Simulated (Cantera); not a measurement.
Cantera run:

```python
import numpy as np
import cantera as ct

gas_names = [...]  # 87 gases of nasa_gas.yaml made of C, H, Si
cond_names = """
    C(gr) C6H6(L) C7H8(L) C8H18(L),n-octa Si(cr) Si(L) SiC(b)
""".split()


# ... load() reads the species with a 1 bar reference pressure and builds the phases ...
atoms = {
    'CH3SiH3': {'C': 1, 'H': 6, 'Si': 1},
    'CH4': {'C': 1, 'H': 4},
    'H2': {'H': 2},
}
top_T = {'C(gr)': 4500, 'SiC(b)': 3050}  # K; cautious upper limits of use, not melting points


# ... equilibrate(T, P, feed) seeds the gas with the atoms and calls Mixture.equilibrate('TP', solver="gibbs", rtol=1e-10, max_steps=50000) ...
results = []
T = 2000  # K
P = 160  # Pa
for m in [92, 150, 250, 420, 700, 1200, 1900]:
    feed = {'CH3SiH3': 1, 'CH4': 0.072, 'H2': m}  # mol
    mix = equilibrate(T, P, feed)
    results.append((T, P, feed, dict(zip(mix.species_names, mix.species_moles))))

top = {s: max(r[3][s] / sum(r[3][g] for g in gas_names) for r in results) for s in gas_names}
cols = sorted((s for s in top if top[s] > 1e-05), key=lambda s: -top[s])[:8]
seen = [c for c in cond_names if any(r[3].get(c, 0) > 1e-12 for r in results)]
print("log10 of partial pressures in bar; condensed amounts in mol")
print(f"{'n(H2)':>10s}" + "".join(f"{s[:9]:>10s}" for s in cols + seen))
for T, P, feed, n in results:
    ng = sum(n[g] for g in gas_names)
    print(f"{feed['H2']:10.4g}" + "".join(f"{np.log10(max(n[s] / ng * P / 1e5, 1e-99)):10.3f}" for s in cols)
          + "".join(f"{n.get(c, 0):10.4g}" for c in seen))
```

It prints:

```
log10 of partial pressures in bar; condensed amounts in mol
     n(H2)        H2         H        Si C2H2,acet      SiC2      Si2C       SiH     C(gr)    SiC(b)
        92    -2.815    -4.196    -5.622    -5.929    -7.005    -7.184    -7.198    0.0762    0.8364
       150    -2.815    -4.196    -5.622    -5.929    -7.005    -7.184    -7.198   0.07875    0.7366
       250    -2.815    -4.196    -5.622    -5.929    -7.005    -7.184    -7.198   0.08317    0.5647
       420    -2.815    -4.196    -5.622    -5.929    -7.005    -7.184    -7.198   0.09066    0.2723
       700    -2.814    -4.196    -5.699    -5.962    -7.115    -7.355    -7.275         0         0
      1200    -2.814    -4.196    -5.917    -6.179    -7.550    -7.899    -7.492         0         0
      1900    -2.814    -4.196    -6.108    -6.370    -7.933    -8.377    -7.684         0         0
```

Equilibrium computed with Cantera from the NASA thermochemical tables; the gas is ideal and each condensed phase is pure. The feed counts by its element totals alone.
